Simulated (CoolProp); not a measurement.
Vapour-liquid equilibrium of hydrogen chloride (1) + n-butane (2) at 249 K; x and y are mole fractions of (1).

Model: multi-fluid Helmholtz-energy mixture model, Thol 2018 and Bücker 2006; pair parameters Bell 2016, in CoolProp.

Give the bubble pressure and the first vapour's composition at x = 0.275, 0.8, 0.875. Is there an azeotrope?

x = 0.275: 6.252 bar, y = 0.944; x = 0.8: 10.83 bar, y = 0.979; x = 0.875: 11.52 bar, y = 0.985. No azeotrope shows between x = 0.05 and 0.95.

Pair parameters are fitted to limited data, so mixtures are less certain than the pure fluids. With so large a gap from Raoult's law the liquid may split in two, which this calculation doesn't test in full.
